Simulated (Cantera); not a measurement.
# Stirred combustor or abatement burner

A perfectly stirred reactor is fed with CH₄ : O₂ : N₂ = 1 : 2.82 : 10.6 (molar parts), equivalence ratio 0.71, at 43000 Pa; it is adiabatic with a 525 K inlet, and is followed from long to short residence time, starting on the burning branch (τ in s: 0.11, 0.053, 0.025, 0.012, 0.0057, 0.0027, 0.0013, 0.00063, 0.0003, 0.00014, 6.8e-05).

Detailed kinetics in Cantera: GRI-Mech 3.0 (53 species, 325 reactions).

```
τ (s)    T (K)     x CH₄    x O₂    x C₂H₄       x H    x HO₂    x C₂H₆
-------  -----  --------  ------  --------  --------  -------  --------
0.11      2000   6.69e-6  0.0567  3.25e-10  0.000175  1.34e-6  7.94e-12
0.053     1987   1.10e-5  0.0569  6.77e-10  0.000310  1.64e-6  1.76e-11
0.025     1967   1.81e-5  0.0573   1.32e-9  0.000578  2.20e-6  3.77e-11
0.012     1939   2.96e-5  0.0580   2.49e-9   0.00105  3.08e-6  7.94e-11
0.0057    1902   5.00e-5  0.0589   4.94e-9   0.00184  4.41e-6  1.80e-10
0.0027    1855   8.79e-5  0.0601   1.08e-8   0.00305  6.29e-6  4.60e-10
0.0013    1801  0.000162  0.0619   2.70e-8   0.00458  8.82e-6   1.36e-9
0.00063   1740  0.000321  0.0645   8.21e-8   0.00619  1.25e-5   5.05e-9
0.00030   1669  0.000750  0.0694   3.68e-7   0.00712  1.99e-5   3.01e-8
0.00014    525    0.0693   0.196    <1e-12    <1e-12   <1e-12    <1e-12
6.8e-5     525    0.0693   0.196    <1e-12    <1e-12   <1e-12    <1e-12
```
x: mole fraction; the columns are a selection and need not sum to one.
